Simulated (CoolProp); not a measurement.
The fluid at 369.52 K and 0.613 MPa (liquid) is heated at constant pressure to 422.4 K. The same conditions are run with several fluids, on thermodynamics alone (safety and materials aside).

Computed with CoolProp (reference Helmholtz-energy equation of state of each fluid (n-perfluorohexane: Gao 2022; 1,2-dichloroethane: Thol 2015; cyclohexane: Zhou 2014; tetrahydrofuran: Fiedler 2023; benzene: Thol 2012)).

| fluid | heat (kJ/kg) | final phase | final density (kg/m³) |
|---|---|---|---|
| n-perfluorohexane | 120 | gas | 71.6 |
| 1,2-dichloroethane | 75.3 | liquid | 1040 |
| cyclohexane | 124 | liquid | 645 |
| tetrahydrofuran | 463 | gas | 13.9 |
| benzene | 109 | liquid | 730 |
